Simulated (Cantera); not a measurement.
What does this Cantera script print?

```python
import numpy as np
import cantera as ct

gas = ct.Solution("h2o2.yaml")
gas.TPX = 1300, 100000, {'H2': 1.3, 'O2': 1, 'N2': 0.63}
reactor = ct.IdealGasConstPressureReactor(gas, energy="off", clone=False)
net = ct.ReactorNet([reactor])
net.rtol, net.atol = 1e-08, 1e-18
show = ['H2', 'O2', 'H2O', 'O', 'H2O2']
times = np.geomspace(1e-06, 20, 11)

steps = ct.SolutionArray(gas, extra=["t"])
rows = []
print(f"{'t/s':>10s}{'T/K':>9s}{'P/Pa':>11s}" + "".join(f"{s:>11s}" for s in show))
for t in times:
    while net.time < t:
        t_next = net.step()
        steps.append(gas.state, t=t_next)
    rows.append([np.interp(t, steps.t, y) for y in (steps.T, steps.P, *steps(*show).X.T)])
    print(f"{t:10.3e}{rows[-1][0]:9.1f}{rows[-1][1]:11.4g}" + "".join(f"{x:11.3e}" for x in rows[-1][2:]))
rate = np.gradient(steps.T, steps.t)
print("integrator steps:", len(steps.t))
if steps.T.max() > steps.T[0] + 200:
    print(f"time of steepest temperature rise: {steps.t[rate.argmax()]:.4e} s")
gas.TPX = 1300, 100000, {'H2': 1.3, 'O2': 1, 'N2': 0.63}
gas.equilibrate("TP")
print(f"equilibrium (TP): T = {gas.T:.1f} K  " + "  ".join(f"{s} {gas[s].X[0]:.3e}" for s in show))
```

It prints:

```
       t/s      T/K       P/Pa         H2         O2        H2O          O       H2O2
 1.000e-06   1300.0      1e+05  4.437e-01  3.413e-01  4.149e-08  1.413e-08  1.877e-10
 5.372e-06   1300.0      1e+05  4.437e-01  3.413e-01  2.241e-05  3.416e-06  1.449e-08
 2.885e-05   1300.0      1e+05  1.538e-02  1.570e-01  5.425e-01  3.201e-03  2.908e-05
 1.550e-04   1300.0      1e+05  8.092e-04  1.536e-01  5.688e-01  4.961e-05  2.881e-06
 8.326e-04   1300.0      1e+05  3.070e-05  1.535e-01  5.700e-01  3.264e-06  3.853e-07
 4.472e-03   1300.0      1e+05  6.509e-07  1.535e-01  5.701e-01  4.572e-07  6.977e-08
 2.402e-02   1300.0      1e+05  1.539e-07  1.535e-01  5.702e-01  1.019e-07  1.732e-08
 1.290e-01   1300.0      1e+05  1.272e-07  1.535e-01  5.702e-01  6.979e-08  1.226e-08
 6.931e-01   1300.0      1e+05  1.271e-07  1.535e-01  5.702e-01  6.976e-08  1.225e-08
 3.723e+00   1300.0      1e+05  1.271e-07  1.535e-01  5.702e-01  6.976e-08  1.225e-08
 2.000e+01   1300.0      1e+05  1.271e-07  1.535e-01  5.702e-01  6.976e-08  1.225e-08
integrator steps: 1553
equilibrium (TP): T = 1300.0 K  H2 1.271e-07  O2 1.535e-01  H2O 5.702e-01  O 6.976e-08  H2O2 1.225e-08
```

Computed with Cantera and the H2/O2 subset of GRI-Mech 3.0, which has no nitrogen chemistry. The temperature is held fixed by assumption; the heat of reaction is taken as removed at once.
